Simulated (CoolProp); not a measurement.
Aqueous potassium carbonate as a coolant, at 22 °C, 1 atm.

Computed with CoolProp (Melinder's fits for secondary coolants).

```csv
mass %,freezing point (°C),Prandtl number,conductivity (W/(m K)),cp (kJ/(kg K)),viscosity (mPa s)
5.5,-1.8,7.03,0.597,3.885,1.08
10.2,-3.7,7.61,0.592,3.690,1.22
14.9,-5.8,8.35,0.587,3.508,1.40
19.5,-8.5,9.25,0.583,3.331,1.62
24.2,-12.1,10.4,0.578,3.155,1.91
28.9,-17.2,12.1,0.574,2.996,2.32
33.5,-24.0,14.6,0.568,2.865,2.89
38.2,-33.3,18.3,0.562,2.755,3.73
```
